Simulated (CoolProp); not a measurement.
Properties of neopentane along the isobar 0.101 MPa (Tc = 160.6 °C, pc = 3.196 MPa, ω = 0.196).

Values from CoolProp's reference Helmholtz-energy equation of state, Lemmon 2006. It is a short technical equation, of lower accuracy than the large ones.

```
T (°C)  phase       Z  cv (kJ/(kg K))  speed of sound (m/s)  Joule-Thomson coefficient (K/MPa)  expansivity (1/kK)  fugacity coefficient
------  -----  ------  --------------  --------------------  ---------------------------------  ------------------  --------------------
28.05     gas       ?           1.592                 187.1                              24.40               3.742                0.9657
37.95     gas  0.9682           1.640                 190.5                              21.67               3.574                0.9692
47.95     gas  0.9714           1.689                 193.9                              19.36               3.423                0.9722
57.85     gas       ?           1.736                 197.2                              17.42               3.288                0.9748
67.75     gas  0.9766           1.783                     ?                              15.75               3.166                0.9771
77.75     gas  0.9787               ?                 203.5                              14.30               3.053                0.9791
87.65     gas  0.9806           1.875                 206.5                                  ?               2.951                0.9809
97.65     gas  0.9822           1.921                 209.5                              11.95               2.856                0.9825
107.55    gas  0.9837           1.966                     ?                              10.99               2.768                0.9839
117.55    gas  0.9850           2.011                 215.3                              10.14               2.686                0.9852
127.45    gas  0.9862           2.055                     ?                              9.382               2.609                0.9863
137.35    gas  0.9872           2.099                 220.9                              8.710               2.538                0.9874
147.35    gas  0.9882           2.143                 223.6                              8.101               2.470                0.9883
157.25    gas  0.9890           2.186                 226.3                                  ?               2.407                0.9891
167.25    gas  0.9898           2.228                 228.9                              7.066               2.346                0.9899
```

### Question
Fill in the missing entries.

### Answer

- 28.05, Z: 0.9645
- 57.85, Z: 0.9742
- 67.75, speed of sound (m/s): 200.3
- 77.75, cv (kJ/(kg K)): 1.830
- 87.65, Joule-Thomson coefficient (K/MPa): 13.05
- 107.55, speed of sound (m/s): 212.4
- 127.45, speed of sound (m/s): 218.1
- 157.25, Joule-Thomson coefficient (K/MPa): 7.560
